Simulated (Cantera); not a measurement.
A Cantera script and its output.

```python
import numpy as np
import cantera as ct

gas = ct.Solution("gri30.yaml")
gas.TPX = 600, 57000, {'CH4': 1, 'C2H6': 0.055, 'O2': 3.85, 'N2': 36.2}
inlet = ct.Reservoir(gas, clone=True)
gas.equilibrate("HP")  # start burning
reactor = ct.IdealGasConstPressureReactor(gas, energy="on", clone=False)
exhaust = ct.Reservoir(gas, clone=True)
tau = [0.2, 0.087, 0.037, 0.016, 0.0068, 0.0029, 0.0012, 0.00053, 0.00023, 9.7e-05][0]
for a, b in ((inlet, reactor), (reactor, exhaust)):
    ct.MassFlowController(a, b, mdot=lambda t: reactor.mass / tau)
net = ct.ReactorNet([reactor])
show = ['CH4', 'C2H6', 'O2', 'C2H2', 'H2O2']

rows = []
print(f"{'tau/s':>10s}{'T/K':>9s}" + "".join(f"{s:>11s}" for s in show))
for tau in [0.2, 0.087, 0.037, 0.016, 0.0068, 0.0029, 0.0012, 0.00053, 0.00023, 9.7e-05]:
    net.initial_time = 0.0
    net.advance(30 * tau)
    before = gas.X
    net.advance(40 * tau)
    drift = np.max(np.abs(gas.X - before) / (gas.X + 1e-9))
    rows.append([gas.T, *gas[show].X, drift])
    print(f"{tau:10.3e}{gas.T:9.1f}" + "".join(f"{x:11.3e}" for x in gas[show].X))
```

Result:

```
     tau/s      T/K        CH4       C2H6         O2       C2H2       H2O2
 2.000e-01   1235.0  6.152e-05  8.728e-07  4.072e-02  7.353e-08  2.483e-07
 8.700e-02   1228.5  1.110e-04  1.546e-06  4.109e-02  7.564e-08  3.624e-07
 3.700e-02   1215.4  2.192e-04  3.006e-06  4.191e-02  7.994e-08  5.350e-07
 1.600e-02    600.0  2.433e-02  1.338e-03  9.366e-02 -7.038e-20 -1.548e-18
 6.800e-03    600.0  2.433e-02  1.338e-03  9.366e-02 -2.799e-23 -1.454e-22
 2.900e-03    600.0  2.433e-02  1.338e-03  9.366e-02 -9.264e-26  8.559e-23
 1.200e-03    600.0  2.433e-02  1.338e-03  9.366e-02 -3.030e-27  1.761e-23
 5.300e-04    600.0  2.433e-02  1.338e-03  9.366e-02 -1.572e-28  3.806e-24
 2.300e-04    600.0  2.433e-02  1.338e-03  9.366e-02 -9.932e-30  7.894e-25
 9.700e-05    600.0  2.433e-02  1.338e-03  9.366e-02 -6.273e-31  1.482e-25
```

Computed with Cantera and GRI-Mech 3.0 (53 species, 325 reactions).
